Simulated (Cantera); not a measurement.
## Silicon nitride deposition: SiH2Cl2 + NH3 + N2

A closed system holds: 1 mol SiH2Cl2, 14 mol NH3, 87 mol N2, held at 1223.15 K and 7.50 Torr.

Cantera equilibrium calculation (NASA polynomials, part measured and part estimated; ideal gas, pure solids and liquids). Candidate condensed phases: NH4Cl, Si, Si3N4; 28 gas species. Equilibrium is a limit: real reactors are often held back by kinetics, nucleation or transport.

| Property | Result |
|---|---|
| x(N2) | 0.802 |
| x(H2) | 0.181 |
| x(HCl) | 0.0172 |
| x(SiCl2) | 1.48e-6 |
| x(H) | 1.28e-6 |
| n(Si3N4(s)) | 0.333 mol |
| gas amount | 116.3 mol |
| log10 activity of Si(s) (absent) | -3.43 |
